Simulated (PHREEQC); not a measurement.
Dissolve 1.4 mmol/kgw NaH2PO4 and 15 mmol/kgw Na2SO4 at 25 °C. Closed to the air; pH follows from the charge balance.

Computed with PHREEQC (ion-association model, phreeqc.dat).

Each row changes one thing in this solution. This is a speciation only: nothing precipitates in the calculation.

```csv
case,pH,Na+ (mol/kgw),SO4-2 (mol/kgw),NaSO4- (mol/kgw),HSO4- (mol/kgw)
as made,5.07,0.0304,0.0140,0.00101,6.68e-6
Na2SO4 from 0.015 to 0.0135 mol/kgw,5.07,0.0276,0.0126,0.000852,6.19e-6
diluted 10-fold with water,5.53,…,…,1.74e-5,3.45e-7
temperature from 25 to 35 °C,5.08,0.0303,0.0139,0.00106,8.14e-6
NaH2PO4 left out,7.10,0.0290,0.0140,0.000978,6.28e-8
temperature from 25 to 85 °C,5.18,0.0302,…,0.00124,2.26e-5
NaH2PO4 from 0.0014 to 0.007 mol/kgw,4.77,0.0358,0.0138,0.00114,…
Na2SO4 from 0.015 to 0.03 mol/kgw,5.08,0.0583,0.0269,0.00308,…
```

**Question.** Some entries are withheld; supply them.

**Answer.** 
- diluted 10-fold with water, Na+ (mol/kgw): 0.00312
- diluted 10-fold with water, SO4-2 (mol/kgw): 0.00148
- temperature from 25 to 85 °C, SO4-2 (mol/kgw): 0.0137
- NaH2PO4 from 0.0014 to 0.007 mol/kgw, HSO4- (mol/kgw): 1.28e-5
- Na2SO4 from 0.015 to 0.03 mol/kgw, HSO4- (mol/kgw): 1.07e-5

Constants without temperature data keep their 25 °C values here.
